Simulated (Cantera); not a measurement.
Thermodynamics of sublimation and decomposition of ceramics, feed Si3N4 + N2 + C

Charge: 1 mol Si3N4, 1.3 mol N2, 0.013 mol C, equilibrated at 2175 K and 1.00 bar.

Equilibrium computed with Cantera from the NASA thermochemical tables; the gas is ideal and each condensed phase is pure. Candidate condensed phases: C, Si, SiC, Si3N4; 20 gas species. Mutual solubility and eutectic melting of coexisting phases are not modelled. The tables' values for SiN are old estimates; treat these amounts as uncertain. The numbers say what is thermodynamically allowed, not how fast it happens.

The x(N2) comes out as 1.000 and the x(Si) is 0.000289. The x(Si2N) is 5.77e-5 and the x(SiN) comes out as 5.12e-5. The x(Si2C) is 1.55e-5 and the x(Si2) is 4.40e-6. The n(Si(l)) is 2.99 mol and the n(SiC(s)) comes out as 0.0129 mol. The gas amount is 3.301 mol. The log10 activity of C(graphite) (absent) is -1.00.
